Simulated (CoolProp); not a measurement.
Properties of octamethylcyclotetrasiloxane (D4) along the isotherm 346.85 °C (Tc = 313.4 °C, pc = 1347 kPa, ω = 0.598).

Values from CoolProp's reference Helmholtz-energy equation of state, Thol 2015.

```csv
p (kPa),phase,cp (kJ/(kg K)),cv (kJ/(kg K)),speed of sound (m/s),fugacity coefficient
241,gas,2.054,2.016,126.0,0.9497
481,gas,2.075,2.022,118.6,0.9006
722,gas,2.104,2.029,110.5,0.8522
962,gas,2.148,2.038,101.7,0.8049
1200,gas,2.219,2.048,92.02,0.7586
1440,supercritical,2.350,2.060,81.33,0.7126
1680,supercritical,2.619,2.076,70.29,0.6669
1920,supercritical,3.016,2.089,64.09,0.6217
2170,supercritical,2.996,2.090,71.95,0.5771
2410,supercritical,2.786,2.084,88.19,0.5394
2650,supercritical,2.642,2.079,105.4,0.5072
2890,supercritical,2.555,2.075,121.2,0.4799
3130,supercritical,2.498,2.072,135.4,0.4566
3370,supercritical,2.459,2.069,148.2,0.4366
```
